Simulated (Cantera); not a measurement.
A closed system holds: 1 mol CaF2, 3.8 mol H2, at 1950 K and 0.00133 bar.

Equilibrium computed with Cantera from the NASA thermochemical tables; the gas is ideal and each condensed phase is pure. Candidate condensed phases: Ca, CaF2; 15 gas species. Kinetics and transport are ignored.

Base state: H2 0.718, CaF2 0.156, HF 0.0561, CaF 0.0312, H 0.0266, Ca 0.0125 (mole fractions); condensed: gas only.

Question: What changes in the equilibrium state with this change: pressure from 0.00133 bar to 1.00 bar?

Answer: 
```
species       before     after
------------  ------  --------
H2             0.718     0.994
CaF2           0.156   0.00207
HF            0.0561   0.00151
CaF           0.0312  0.000662
Ca            0.0125  0.000423
H             0.0266   0.00114
CaF2(l), mol       0     0.988
```

Question: What changes in the equilibrium state with this change: temperature from 1950 K to 1148.15 K?

Answer: 
```
species       before    after
------------  ------  -------
H2             0.718    1.000
H             0.0266  1.97e-6
HF            0.0561  1.00e-6
CaF2           0.156  6.63e-8
CaF           0.0312  3.60e-8
Ca            0.0125  4.82e-7
CaF2(s), mol       0    1.000
```
